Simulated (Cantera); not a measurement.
Input (Python, Cantera):

```python
import numpy as np
import cantera as ct

gas = ct.Solution("h2o2.yaml")
gas.TPX = 300, 170000, {'H2': 1, 'O2': 0.926, 'N2': 3.48}
flame = ct.FreeFlame(gas, width=0.028)
flame.set_refine_criteria(ratio=3, slope=0.08, curve=0.16)
flame.transport_model = "mixture-averaged"
flame.solve(loglevel=0, auto=True)
flame.transport_model = "multicomponent"
flame.soret_enabled = True
flame.solve(loglevel=0, refine_grid=True)
z, T = flame.grid, flame.T
thick = (T[-1] - T[0]) / np.gradient(T, z).max()
show = ['H2', 'O2', 'OH', 'HO2', 'H2O2', 'O']
print(f"laminar burning velocity  {flame.velocity[0] * 100:.3f} cm/s")
print(f"burnt temperature         {T[-1]:.1f} K")
print(f"thermal thickness         {thick * 1e3:.4f} mm")
print(f"grid points               {len(z)}")
z0 = z[flame.heat_release_rate.argmax()]
print(f"{'z/mm':>9s}{'T/K':>9s}{'u/(m/s)':>9s}" + "".join(f"{s:>11s}" for s in show))
rows = []
for k in (-3, -2, -1.5, -1, -0.5, -0.25, 0, 0.25, 0.5, 1, 2, 4, 8):
    zz = z0 + k * thick
    rows.append([k * thick, np.interp(zz, z, T), np.interp(zz, z, flame.velocity),
                 *(np.interp(zz, z, flame.X[gas.species_index(s)]) for s in show)])
    print(f"{rows[-1][0] * 1e3:9.3f}{rows[-1][1]:9.1f}{rows[-1][2]:9.3f}" + "".join(f"{x:11.3e}" for x in rows[-1][3:]))
```

Output:

```
laminar burning velocity  39.578 cm/s
burnt temperature         1671.3 K
thermal thickness         0.2706 mm
grid points               116
     z/mm      T/K  u/(m/s)         H2         O2         OH        HO2       H2O2          O
   -0.812    300.1    0.395  1.819e-01  1.719e-01  9.225e-14  8.526e-09  1.526e-08  4.801e-11
   -0.541    301.5    0.392  1.725e-01  1.739e-01  5.201e-12  1.647e-07  2.955e-07  5.193e-10
   -0.406    306.9    0.393  1.579e-01  1.769e-01  1.194e-10  1.132e-06  1.983e-06  2.432e-09
   -0.271    344.1    0.426  1.253e-01  1.822e-01  7.147e-09  1.355e-05  1.897e-05  2.743e-08
   -0.135    617.3    0.739  7.499e-02  1.734e-01  1.832e-05  2.905e-04  1.081e-04  7.844e-06
   -0.068    940.3    1.121  4.927e-02  1.513e-01  3.270e-04  2.978e-04  7.500e-05  2.192e-04
    0.000   1240.6    1.480  2.532e-02  1.240e-01  1.395e-03  1.602e-04  1.593e-05  1.348e-03
    0.068   1427.1    1.706  1.067e-02  1.048e-01  2.973e-03  9.720e-05  4.561e-06  2.379e-03
    0.135   1526.9    1.825  4.813e-03  9.669e-02  3.756e-03  6.561e-05  2.661e-06  2.337e-03
    0.271   1610.3    1.924  1.704e-03  9.286e-02  3.436e-03  3.452e-05  1.365e-06  1.358e-03
    0.541   1652.5    1.972  4.973e-04  9.226e-02  2.118e-03  1.226e-05  6.079e-07  4.322e-04
    1.082   1666.1    1.987  1.128e-04  9.240e-02  1.067e-03  3.247e-06  2.363e-07  1.023e-04
    2.165   1669.9    1.991  2.794e-05  9.252e-02  5.614e-04  1.024e-06  9.413e-08  2.764e-05
```

Cantera simulation using the H2/O2 subset of GRI-Mech 3.0, which has no nitrogen chemistry; the numbers are that mechanism's predictions, not measurements. Burning velocities carry a grid error of a few per cent, more on coarse grids. Lean hydrogen flames are cellular in practice and burn faster than this planar one.
